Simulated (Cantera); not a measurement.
Feed: 1 mol Al2O3, 0.01 mol H2, at 0.133 bar.

Method: chemical equilibrium by Gibbs-energy minimisation in Cantera with the NASA 1993 tables (ideal gas, pure condensed phases). Candidate condensed phases: Al, Al2O3, H2O; 19 gas species. The numbers say what is thermodynamically allowed, not how fast it happens.

Which condensed phases are stable at each of these points (T (°C)): 1977, 2002, 2027, 2052, 2077, 2102, 2127, 2152, 2177, 2202?


```csv
T (°C),condensed phases,Al condensed (%)
1977,Al2O3(s),100.0
2002,Al2O3(s),100.0
2027,Al2O3(s),100.0
2052,Al2O3(s),100.0
2077,Al2O3(l),100.0
2102,Al2O3(l),100.0
2127,Al2O3(l),100.0
2152,Al2O3(l),100.0
2177,Al2O3(l),100.0
2202,Al2O3(l),100.0
```

From 1977 °C to 2052 °C the condensed part is Al2O3(s). From 2077 °C to 2202 °C the condensed part is Al2O3(l).
